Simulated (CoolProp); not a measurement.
Vapour-liquid equilibrium of benzene (1) + ethylbenzene (2) at 132.85 °C; x and y are mole fractions of (1).

Computed with CoolProp (multi-fluid Helmholtz-energy mixture model, Thol 2012 and Zhou 2012; pair parameters Bell 2016).

Question: Give the bubble pressure and the first vapour's composition at x = 0.2, 0.35, 0.5. Is there an azeotrope?

Answer: x = 0.2: 144.1 kPa, y = 0.476; x = 0.35: 186.7 kPa, y = 0.669; x = 0.5: 232.8 kPa, y = 0.796. No azeotrope shows between x = 0.05 and 0.95.

The pair parameters rest on a limited set of measurements; away from them the model extrapolates.
